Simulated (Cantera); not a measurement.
Charge: 1 mol Si, a varied amount of Cl2, 2.5 mol H2, at 898 K and 5.30 bar.

Equilibrium computed with Cantera from the NASA thermochemical tables; the gas is ideal and each condensed phase is pure. Candidate condensed phases: Si; 19 gas species. The tables' values for SiCl3 are old estimates; treat these amounts as uncertain. Rates play no part.

x: gas mole fraction; n: condensed amount in mol.

```json
[
 {"n(Cl2) (mol)": "0.5", "x H2": "0.890", "x HCl": "0.00241", "x SiCl4": "0.0503", "x SiHCl3": "0.0517", "n Si(s)": "?"},
 {"n(Cl2) (mol)": "0.8", "x H2": "0.836", "x HCl": "0.00265", "x SiCl4": "0.0825", "x SiHCl3": "0.0726", "n Si(s)": "?"},
 {"n(Cl2) (mol)": "1.1", "x H2": "0.787", "x HCl": "0.00278", "x SiCl4": "0.114", "x SiHCl3": "0.0895", "n Si(s)": "?"},
 {"n(Cl2) (mol)": "1.4", "x H2": "0.743", "x HCl": "0.00286", "x SiCl4": "0.143", "x SiHCl3": "0.103", "n Si(s)": "?"},
 {"n(Cl2) (mol)": "1.7", "x H2": "0.703", "x HCl": "0.00291", "x SiCl4": "0.171", "x SiHCl3": "0.115", "n Si(s)": "?"},
 {"n(Cl2) (mol)": "2", "x H2": "0.692", "x HCl": "0.0227", "x SiCl4": "0.263", "x SiHCl3": "0.0223", "n Si(s)": "0"},
 {"n(Cl2) (mol)": "2.3", "x H2": "0.576", "x HCl": "0.161", "x SiCl4": "0.261", "x SiHCl3": "0.00260", "n Si(s)": "0"},
 {"n(Cl2) (mol)": "2.6", "x H2": "0.462", "x HCl": "0.294", "x SiCl4": "0.243", "x SiHCl3": "0.00106", "n Si(s)": "0"},
 {"n(Cl2) (mol)": "2.9", "x H2": "0.363", "x HCl": "0.410", "x SiCl4": "0.227", "x SiHCl3": "0.000559", "n Si(s)": "0"}
]
```

Task: What belongs in the gaps?

Result: 
- 0.5, n Si(s): 0.710
- 0.8, n Si(s): 0.541
- 1.1, n Si(s): 0.375
- 1.4, n Si(s): 0.210
- 1.7, n Si(s): 0.0467
